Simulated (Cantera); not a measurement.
Feed: 1 mol SiH₂Cl₂, 0.95 mol NH₃, 37 mol H₂, equilibrated at 13.3 mbar.

Equilibrium computed with Cantera from the NASA thermochemical tables; the gas is ideal and each condensed phase is pure. Candidate condensed phases: NH₄Cl, Si, Si₃N₄; 28 gas species. Mutual solubility and eutectic melting of coexisting phases are not modelled. The tables' values for SiCl₃, SiCl are old estimates; treat these amounts as uncertain. Kinetics and transport are ignored.

x: gas mole fraction; n: condensed amount in mol.

```json
[
 {"T (°C)": "877", "x H₂": "0.960", "x HCl": "0.0351", "x N₂": "4.23e-7", "x SiCl₂": "0.00282", "x SiCl₄": "0.00125", "x H": "6.33e-7", "x SiHCl₃": "0.000692", "n Si(s)": "0.0707", "n Si₃N₄(s)": "0.237"},
 {"T (°C)": "927", "x H₂": "0.957", "x HCl": "0.0379", "x N₂": "…", "x SiCl₂": "…", "x SiCl₄": "…", "x H": "…", "x SiHCl₃": "…", "n Si(s)": "0.0903", "n Si₃N₄(s)": "0.237"},
 {"T (°C)": "977", "x H₂": "0.956", "x HCl": "0.0392", "x N₂": "9.47e-6", "x SiCl₂": "0.00404", "x SiCl₄": "0.000188", "x H": "4.09e-6", "x SiHCl₃": "0.000163", "n Si(s)": "0.0968", "n Si₃N₄(s)": "0.237"},
 {"T (°C)": "1027", "x H₂": "0.956", "x HCl": "0.0395", "x N₂": "…", "x SiCl₂": "0.00436", "x SiCl₄": "…", "x H": "…", "x SiHCl₃": "…", "n Si(s)": "0.0978", "n Si₃N₄(s)": "0.237"},
 {"T (°C)": "1077", "x H₂": "0.955", "x HCl": "0.0396", "x N₂": "0.000133", "x SiCl₂": "0.00460", "x SiCl₄": "2.68e-5", "x H": "2.02e-5", "x SiHCl₃": "3.71e-5", "n Si(s)": "0.100", "n Si₃N₄(s)": "0.235"},
 {"T (°C)": "1127", "x H₂": "0.955", "x HCl": "0.0394", "x N₂": "0.000430", "x SiCl₂": "0.00480", "x SiCl₄": "1.09e-5", "x H": "4.12e-5", "x SiHCl₃": "1.87e-5", "n Si(s)": "0.114", "n Si₃N₄(s)": "0.229"},
 {"T (°C)": "1177", "x H₂": "0.954", "x HCl": "0.0392", "x N₂": "0.00128", "x SiCl₂": "0.00496", "x SiCl₄": "4.70e-6", "x H": "8.00e-5", "x SiHCl₃": "9.87e-6", "n Si(s)": "0.161", "n Si₃N₄(s)": "0.212"},
 {"T (°C)": "1227", "x H₂": "0.952", "x HCl": "0.0389", "x N₂": "0.00356", "x SiCl₂": "0.00510", "x SiCl₄": "2.13e-6", "x H": "0.000149", "x SiHCl₃": "5.39e-6", "n Si(s)": "0.294", "n Si₃N₄(s)": "0.165"},
 {"T (°C)": "1277", "x H₂": "0.947", "x HCl": "0.0384", "x N₂": "0.00921", "x SiCl₂": "0.00520", "x SiCl₄": "1.00e-6", "x H": "0.000265", "x SiHCl₃": "3.04e-6", "n Si(s)": "0.636", "n Si₃N₄(s)": "0.0496"},
 {"T (°C)": "1327", "x H₂": "0.944", "x HCl": "0.0381", "x N₂": "0.0116", "x SiCl₂": "0.00531", "x SiCl₄": "5.00e-7", "x H": "0.000458", "x SiHCl₃": "1.79e-6", "n Si(s)": "0.780", "n Si₃N₄(s)": "0"},
 {"T (°C)": "1377", "x H₂": "0.944", "x HCl": "0.0379", "x N₂": "0.0116", "x SiCl₂": "0.00542", "x SiCl₄": "2.61e-7", "x H": "0.000765", "x SiHCl₃": "1.09e-6", "n Si(s)": "0.775", "n Si₃N₄(s)": "0"}
]
```

What belongs in the gaps?


- 1027, x N₂: 3.73e-5
- 1027, x SiCl₄: 6.96e-5
- 1027, x H: 9.37e-6
- 1027, x SiHCl₃: 7.66e-5
- 927, x N₂: 2.14e-6
- 927, x SiCl₂: 0.00355
- 927, x SiCl₄: 0.000506
- 927, x H: 1.67e-6
- 927, x SiHCl₃: 0.000347
